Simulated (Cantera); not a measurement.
# Thermal oxidation and active oxidation of silicon: Si + CO2 + H2

Feed: 1 mol Si, 0.38 mol CO2, 2.9 mol H2, equilibrated at 200 Pa.

Cantera equilibrium calculation (NASA polynomials, part measured and part estimated; ideal gas, pure solids and liquids). Candidate condensed phases: C, C6H6, C7H8, C8H18, H2O, Si, SiC, SiO2; 123 gas species. Mutual solubility and eutectic melting of coexisting phases are not modelled. Gases not in the tables: Si2H6 and higher silanes. Kinetics and transport are ignored.

| T (°C) | x H2 | x SiO | x CO | x H | x Si | x SiH | x Si2C | x SiH2 | n SiC(s) | n Si(l) |
|---|---|---|---|---|---|---|---|---|---|---|
| 1250 | 0.792 | 0.188 | 0.0191 | 0.000460 | 4.85e-6 | 5.65e-7 | 8.83e-9 | 8.55e-7 | 0.310 | 0 |
| 1275 | 0.792 | 0.188 | 0.0191 | 0.000613 | 8.93e-6 | 9.41e-7 | 1.96e-8 | 1.21e-6 | 0.310 | 0 |
| 1300 | 0.792 | 0.188 | 0.0191 | 0.000809 | 1.61e-5 | 1.54e-6 | 4.24e-8 | 1.70e-6 | 0.310 | 0 |
| 1325 | 0.791 | 0.188 | 0.0191 | 0.00106 | 2.85e-5 | 2.49e-6 | 8.94e-8 | 2.36e-6 | 0.310 | 0 |
| 1350 | 0.791 | 0.188 | 0.0191 | 0.00137 | 4.97e-5 | 3.96e-6 | 1.84e-7 | 3.25e-6 | 0.310 | 0 |
| 1375 | 0.791 | 0.188 | 0.0192 | 0.00177 | 8.49e-5 | 6.21e-6 | 3.71e-7 | 4.42e-6 | 0.310 | 0 |
| 1400 | 0.790 | 0.188 | 0.0192 | 0.00226 | 0.000143 | 9.60e-6 | 7.31e-7 | 5.95e-6 | 0.310 | 0 |
| 1425 | 0.790 | 0.188 | 0.0192 | 0.00287 | 0.000236 | 1.46e-5 | 1.41e-6 | 7.94e-6 | 0.310 | 0 |
| 1450 | 0.789 | 0.188 | 0.0193 | 0.00362 | 0.000385 | 2.20e-5 | 2.66e-6 | 1.05e-5 | 0.309 | 0 |
| 1475 | 0.788 | 0.188 | 0.0194 | 0.00453 | 0.000618 | 3.27e-5 | 4.94e-6 | 1.37e-5 | 0.309 | 0 |
| 1500 | 0.786 | 0.187 | 0.0196 | 0.00564 | 0.000977 | 4.78e-5 | 8.96e-6 | 1.78e-5 | 0.308 | 0 |
| 1525 | 0.785 | 0.187 | 0.0199 | 0.00697 | 0.00152 | 6.90e-5 | 1.60e-5 | 2.28e-5 | 0.307 | 0 |
| 1550 | 0.783 | 0.184 | 0.0222 | 0.00857 | 0.00221 | 9.34e-5 | 2.65e-5 | 2.75e-5 | 0.298 | 0.0145 |
| 1575 | 0.780 | 0.181 | 0.0253 | 0.0105 | 0.00314 | 0.000124 | 4.27e-5 | 3.25e-5 | 0.287 | 0.0341 |
x: gas mole fraction; n: condensed amount in mol.

From 1250 °C to 1525 °C the condensed part is SiC(s). From 1550 °C to 1575 °C the condensed part is Si(l) + SiC(s). The main Si-bearing gas is SiO throughout. The share of Si in condensed phases is highest at 1575 °C (32.1 %) and lowest at 1525 °C (30.7 %).
